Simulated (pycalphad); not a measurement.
Source of the numbers: pycalphad with the COST 507 light-alloy database (1999); pressure 1 atm. The database dates from 1999; later assessments differ in places, in temperatures and in the compounds included. Amounts are mole fractions of atoms. Diffusion is slow at the low end, where real alloys seldom reach equilibrium.

Q: Give the equilibrium state of Hf-0.08924C (wt.%) at 2027 °C.

A: 
```
T = 2300.00 K, P = 101325 Pa, N = 1 mol of atoms
G = -181451 J/mol, H = 65533 J/mol, S = 107.38 J/(mol K)  (SER reference)
chemical potentials (J/mol): Hf -179237, C -348199
phase             fraction      x(Hf)       x(C)
HCP_A3              0.5527     0.9779     0.0221
BCC_A2              0.4473     0.9980     0.0020
```

Q: Give the equilibrium state of Hf-0.08924C (wt.%) at 227 °C.

A: hcp, fraction 0.998, with 0.08 C wt.%; fcc, fraction 0.002, with 3.9 C wt.%.

BCC_A2 is bcc; HCP_A3 is hcp. The fcc model also describes the rock-salt carbide or nitride (TiC, TiN, HfC).
